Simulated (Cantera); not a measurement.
A perfectly stirred reactor is fed with CH4 : H2O : H2 = 1 : 0.48 : 0.12 (molar parts), at 680000 Pa; it is held at 1523 K, and followed from long to short residence time.

Cantera simulation using GRI-Mech 3.0 (53 species, 325 reactions); the numbers are that mechanism's predictions, not measurements. GRI-Mech 3.0 stops at C3 and has no aromatics, soot or wall deposition, so with more carbon than oxygen in the feed, carbon stays in small species such as C2H2 where larger ones or solid carbon would form.

Problem. What does this change do: temperature 1523 to 1925 K?

Solution. 
```
quantity                  before    after
----------------------  --------  -------
x(CH4) at τ = 3.30 s       0.274   0.0279
x(H2O) at τ = 3.30 s       0.161  0.00158
x(H2) at τ = 3.30 s        0.433    0.737
x(C2H6) at τ = 3.30 s   0.000614  1.30e-5
x(C2H) at τ = 3.30 s     1.23e-9  4.33e-7
x(CH4) at τ = 29.0 ms      0.482   0.0474
x(H2O) at τ = 29.0 ms      0.276   0.0726
x(H2) at τ = 29.0 ms       0.194    0.670
x(C2H6) at τ = 29.0 ms  0.000982  3.14e-5
x(C2H) at τ = 29.0 ms   7.88e-10  6.62e-7
```
